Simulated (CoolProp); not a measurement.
R1336mzz(E) along the isotherm 217.9 K: fugacity coefficient from the reference equation and from simpler models built on Tc = 403.5 K, pc = 2779 kPa, ω = 0.413; each cubic takes its own stable root.

Model: reference Helmholtz-energy equation of state, Akasaka 2023, in CoolProp.

```
p (kPa)   phase  reference
-------  ------  ---------
380      liquid   0.007967
760      liquid   0.004074
1140     liquid   0.002777
1520     liquid   0.002130
1900     liquid   0.001743
2280     liquid   0.001485
2660     liquid   0.001302
3040     liquid   0.001165
3420     liquid   0.001059
3800     liquid  0.0009742
4180     liquid  0.0009057
4560     liquid  0.0008489
4940     liquid  0.0008013
5320     liquid  0.0007608
5700     liquid  0.0007261
```

Task: How far does each simpler model (Soave-Redlich-Kwong, Peng-Robinson) lie from the reference over these 15 states: mean and median of the absolute difference, and the worst?

Result: 
- Soave-Redlich-Kwong: mean 5.7 %, median 5.7 %, worst +8.0 % at 217.9 K and 5700 kPa
- Peng-Robinson: mean 11.0 %, median 11.0 %, worst +11.2 % at 217.9 K and 5700 kPa
